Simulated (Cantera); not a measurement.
A closed system holds: 1 mol Fe2O3, 1.9 mol SO2, 7.7 mol H2O, at 10.0 mbar.

Equilibrium computed with Cantera from the NASA thermochemical tables; the gas is ideal and each condensed phase is pure. Candidate condensed phases: Fe, FeO, Fe(OH)2, Fe(OH)3, FeS, FeSO4, FeS2, Fe2O3, Fe2(SO4)3, Fe3O4, H2O, H2SO4, S; 22 gas species. Equilibrium is a limit: real reactors are often held back by kinetics, nucleation or transport.

Question: At 1425 K, list the 6 most abundant gas species with their mole fractions, and the condensed phases.

Answer: H2O 0.788, SO2 0.194, O2 0.0170, OH 0.000186, SO3 0.000142, H2 3.98e-5. Condensed: Fe3O4(s).
